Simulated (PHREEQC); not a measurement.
Dissolve 0.014 mol NaHCO3 and 0.0053 mol KCl per kg of water at 25 °C. Closed to the air; pH follows from the charge balance.

The numbers come from PHREEQC with the ion-association model, phreeqc.dat.

No solid was allowed to form.

**Question.** What pH, ionic strength, specific conductance does the model give?

**Answer.** pH 8.19; ionic strength 0.0193 mol/kgw; specific conductance 1920 µS/cm.

**Question.** In which forms is C present?

**Answer.** HCO3- 97 %, CO2 1.2 %, CO3-2 1.0 %, NaHCO3 0.6 % of the C.
